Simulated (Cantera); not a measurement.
A Cantera script and its output.

```python
import numpy as np
import cantera as ct

gas = ct.Solution("gri30.yaml")
gas.TPX = 1898, 19000, {'NO': 1, 'N2': 17}
inlet = ct.Reservoir(gas, clone=True)

reactor = ct.IdealGasConstPressureReactor(gas, energy="off", clone=False)
exhaust = ct.Reservoir(gas, clone=True)
tau = [5.1, 1.8, 0.64, 0.23, 0.08, 0.028, 0.0099, 0.0035, 0.0012, 0.00044, 0.00015][0]
for a, b in ((inlet, reactor), (reactor, exhaust)):
    ct.MassFlowController(a, b, mdot=lambda t: reactor.mass / tau)
net = ct.ReactorNet([reactor])
show = ['NO', 'O2', 'NO2', 'O', 'N2O']

rows = []
print(f"{'tau/s':>10s}{'T/K':>9s}" + "".join(f"{s:>11s}" for s in show))
for tau in [5.1, 1.8, 0.64, 0.23, 0.08, 0.028, 0.0099, 0.0035, 0.0012, 0.00044, 0.00015]:
    net.initial_time = 0.0
    net.advance(30 * tau)
    before = gas.X
    net.advance(40 * tau)
    drift = np.max(np.abs(gas.X - before) / (gas.X + 1e-9))
    rows.append([gas.T, *gas[show].X, drift])
    print(f"{tau:10.3e}{gas.T:9.1f}" + "".join(f"{x:11.3e}" for x in gas[show].X))
```

Result:

```
     tau/s      T/K         NO         O2        NO2          O        N2O
 5.100e+00   1898.0  4.946e-02  3.020e-03  5.838e-06  4.202e-05  1.070e-06
 1.800e+00   1898.0  5.356e-02  9.777e-04  4.286e-06  2.901e-05  1.254e-06
 6.400e-01   1898.0  5.489e-02  3.176e-04  3.428e-06  2.295e-05  1.313e-06
 2.300e-01   1898.0  5.532e-02  1.016e-04  2.947e-06  1.969e-05  1.319e-06
 8.000e-02   1898.0  5.548e-02  2.710e-05  2.415e-06  1.607e-05  1.284e-06
 2.800e-02   1898.0  5.553e-02  4.943e-06  1.548e-06  1.027e-05  1.176e-06
 9.900e-03   1898.0  5.555e-02  5.439e-07  6.340e-07  4.318e-06  9.458e-07
 3.500e-03   1898.0  5.555e-02  5.078e-08  1.814e-07  1.387e-06  6.067e-07
 1.200e-03   1898.0  5.555e-02  4.844e-09  4.022e-08  4.147e-07  2.939e-07
 4.400e-04   1898.0  5.556e-02  5.961e-10  8.158e-09  1.417e-07  1.248e-07
 1.500e-04   1898.0  5.556e-02  6.734e-11  1.211e-09  4.716e-08  4.527e-08
```

Computed with Cantera and GRI-Mech 3.0 (53 species, 325 reactions).
